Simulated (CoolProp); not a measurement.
The fluid at 289.48 K and 1.35 MPa flows at 0.32 m/s in a round tube of 100 mm bore and 45 µm roughness, fully developed (64/Re and Nu = 3.66 if laminar; Colebrook and Gnielinski if turbulent). The same conditions are run with several fluids, on thermodynamics alone (safety and materials aside).

Model: reference Helmholtz-energy equation of state of each fluid (R11: Jacobsen 1992; n-butane: Bücker 2006; benzene: Thol 2012; R134a: Tillner-Roth 1994; propane: Lemmon 2009), in CoolProp.

| fluid | Reynolds number | Darcy friction factor | pressure drop (Pa/m) | heat-transfer coefficient (W/(m² K)) | mass flow (kg/h) |
|---|---|---|---|---|---|
| R11 | 100000 | 0.0201 | 15.4 | 487 | 13600 |
| n-butane | ___ | 0.0199 | 5.97 | ___ | ___ |
| benzene | 40900 | ___ | 10.5 | 443 | 8000 |
| R134a | ___ | 0.0187 | 11.9 | 705 | 11200 |
| propane | 151000 | 0.0191 | 4.96 | ___ | 4590 |

Question: Complete the blanks.

Answer: 
- n-butane, Reynolds number: 107000
- n-butane, heat-transfer coefficient (W/(m² K)): 575
- n-butane, mass flow (kg/h): 5290
- benzene, Darcy friction factor: 0.0232
- R134a, Reynolds number: 181000
- propane, heat-transfer coefficient (W/(m² K)): 619

Transport values come from each fluid's own correlations; those of R11, R134a are estimates that may be off by 10 % or more.
